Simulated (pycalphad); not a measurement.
CALPHAD calculation (pycalphad, COST 507 light-alloy database (1999)), 1 atm. These are 1990s assessments: newer ones move some temperatures and phases. Phase fractions are per mole of atoms.

Give the equilibrium state of Al-93.2Si (at.%) at 1150 K.


```
T = 1150.00 K, P = 101325 Pa, N = 1 mol of atoms
G = -39245 J/mol, H = 23412 J/mol, S = 54.48 J/(mol K)  (SER reference)
chemical potentials (J/mol): Al -59532, Si -37765
phase             fraction      x(Al)      x(Si)
DIAMOND_A4          0.8976   2.59e-05     1.0000
LIQUID              0.1024     0.6640     0.3360
```

Give the equilibrium state of Al-93.2Si (at.%) at 650 K.


```
T = 650.00 K, P = 101325 Pa, N = 1 mol of atoms
G = -16079 J/mol, H = 8129 J/mol, S = 37.24 J/(mol K)  (SER reference)
chemical potentials (J/mol): Al -22386, Si -15618
phase             fraction      x(Al)      x(Si)
DIAMOND_A4          0.9319   6.54e-09     1.0000
FCC_A1              0.0681     0.9981     0.0019
```

FCC_A1 is fcc; DIAMOND_A4 is diamond (Si).
